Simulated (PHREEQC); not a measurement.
A column of 0.1 m (30 cells, dispersivity 0.0035 m, 60 s a shift, diffusion coefficient 3e-10 m²/s) holds 0.31 eq of the database's cation exchanger X per kg of pore water, first in equilibrium with 0.002 mol NaCl, 0.0012 mol LiCl and 1e-05 mol HCl per kg of water. It is flushed with 0.083 mol/kgw (NH4)2SO4, 0.0041 mol/kgw MgCl2 and 1e-05 mol/kgw HCl, at 25 °C. Values are for the last cell. The system is closed to CO2. No solid was allowed to form.

The series has 31 steps of pore volumes, from 0 to 6.017.

All values are PHREEQC results (ion-association model, phreeqc.dat), not measurements.

**Question.** After how many pore volumes does NH4 at the outlet first reach half of its feed value?

**Answer.** By 2.8 pore volumes.

**Question.** After how many pore volumes does S at the outlet first reach half of its feed value?

**Answer.** By 1.0 pore volumes.

**Question.** After how many pore volumes does Mg at the outlet first reach half of its feed value?

**Answer.** By 2.6 pore volumes; it later peaks at 0.00837 mol/kgw, above the feed's 0.00410.

Complexes and solids missing from the database can't appear.
